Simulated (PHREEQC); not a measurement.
Make-up at 25 °C: 0.0015 mol/kgw NaHSO4, 0.11 mol/kgw NaOH and 0.00045 mol/kgw LiCl. Closed to the air; pH follows from the charge balance.

Computed with PHREEQC (ion-association model, phreeqc.dat).

```tsv
quantity	before	after
pH	12.91	3.45
ionic strength (mol/kgw)	0.113	0.288
SI of Halite (NaCl)	-6.10	-5.92
```

Question: Which change was made?
(A) NaOH replaced by Na2SO4 at the same molality
(B) NaHSO4 left out
(C) temperature from 25 to 85 °C
(D) diluted 10-fold with water
(E) diluted 100-fold with water

Answer: A, NaOH replaced by Na2SO4 at the same molality

This is a speciation only: nothing precipitates in the calculation.
